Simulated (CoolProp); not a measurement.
1-butene along the isobar 16.3 MPa: Z from the reference equation and from simpler models built on Tc = 419.3 K, pc = 4.006 MPa, ω = 0.192; each cubic takes its own stable root.

The numbers come from the reference Helmholtz-energy equation of state, Lemmon 2005 in CoolProp. It is a short technical equation, of lower accuracy than the large ones.

| T (K) | phase | reference | van der Waals | Redlich-Kwong | Soave-Redlich-Kwong | Peng-Robinson |
|---|---|---|---|---|---|---|
| 414.3 | liquid | 0.5525 | 0.7640 | 0.5988 | 0.5976 | 0.5361 |
| 426.6 | supercritical | 0.5556 | 0.7565 | 0.6015 | 0.6035 | 0.5427 |
| 438.9 | supercritical | 0.5606 | 0.7502 | 0.6058 | 0.6115 | 0.5516 |
| 451.2 | supercritical | 0.5676 | 0.7452 | 0.6117 | 0.6218 | 0.5628 |
| 463.5 | supercritical | 0.5768 | 0.7413 | 0.6191 | 0.6344 | 0.5763 |
| 475.8 | supercritical | 0.5883 | 0.7386 | 0.6281 | 0.6492 | 0.5921 |
| 488.1 | supercritical | 0.6022 | 0.7371 | 0.6385 | 0.6662 | 0.6100 |
| 500.4 | supercritical | 0.6183 | 0.7367 | 0.6503 | 0.6849 | 0.6296 |
| 512.7 | supercritical | 0.6365 | 0.7373 | 0.6633 | 0.7050 | 0.6505 |
| 525 | supercritical | 0.6563 | 0.7390 | 0.6774 | 0.7261 | 0.6723 |
